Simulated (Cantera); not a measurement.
Input (Python, Cantera) and output of one run.

```python
import numpy as np
import cantera as ct

gas_names = """
    H HO2 H2 H2O H2O2 Nb NbO NbO2 O OH O2 O3
""".split()
cond_names = """
    H2O(s) H2O(L) Nb(cr) Nb(L) NbO(s) NbO(L) NbO2(I) NbO2(II) NbO2(III) NbO2(L) Nb2O5(s) Nb2O5(L)
""".split()


# ... load() reads the species with a 1 bar reference pressure and builds the phases ...
atoms = {
    'Nb': {'Nb': 1},
    'O2': {'O': 2},
    'H2': {'H': 2},
}
top_T = {}  # K; cautious upper limits of use, not melting points


# ... equilibrate(T, P, feed) seeds the gas with the atoms and calls Mixture.equilibrate('TP', solver="vcs", rtol=1e-11, max_steps=5000) ...
results = []
feed = {'Nb': 1, 'O2': 2.8, 'H2': 120}  # mol
P = 16  # Pa
for T in [1048, 1248, 1448, 1648, 1848, 2048, 2248, 2448]:
    mix = equilibrate(T, P, feed)
    results.append((T, P, feed, dict(zip(mix.species_names, mix.species_moles))))

top = {s: max(r[3][s] / sum(r[3][g] for g in gas_names) for r in results) for s in gas_names}
cols = sorted((s for s in top if top[s] > 0.001), key=lambda s: -top[s])[:6]
seen = [c for c in cond_names if any(r[3].get(c, 0) > 1e-12 for r in results)]
print("log10 of partial pressures in bar; condensed amounts in mol")
print(f"{'T/K':>10s}" + "".join(f"{s[:9]:>10s}" for s in cols + seen))
for T, P, feed, n in results:
    ng = sum(n[g] for g in gas_names)
    print(f"{T:10.4g}" + "".join(f"{np.log10(max(n[s] / ng * P / 1e5, 1e-99)):10.3f}" for s in cols)
          + "".join(f"{n.get(c, 0):10.4g}" for c in seen))
```

Result:

```
log10 of partial pressures in bar; condensed amounts in mol
       T/K        H2         H       H2O         O      NbO2        OH NbO2(III)  Nb2O5(s)
      1048    -3.807   -10.016    -5.384   -20.240   -19.023   -14.094         0       0.5
      1248    -3.808    -8.235    -5.353   -16.201   -14.184   -11.770    0.4551    0.2724
      1448    -3.809    -6.940    -5.319   -13.255   -10.914   -10.073         1         0
      1648    -3.812    -5.956    -5.320   -11.045    -8.461    -8.812    0.9974         0
      1848    -3.828    -5.190    -5.330    -9.304    -6.557    -7.825     0.786         0
      2048    -3.890    -4.595    -5.367    -7.882    -5.922    -7.035         0         0
      2248    -4.062    -4.165    -5.498    -6.690    -5.998    -6.426         0         0
      2448    -4.440    -3.921    -6.014    -5.864    -6.125    -6.205         0         0
```

Method: chemical equilibrium by Gibbs-energy minimisation in Cantera with the NASA 1993 tables (ideal gas, pure condensed phases). Mutual solubility and eutectic melting of coexisting phases are not modelled. Condensed phases not in the tables: the oxides between NbO2 and Nb2O5.
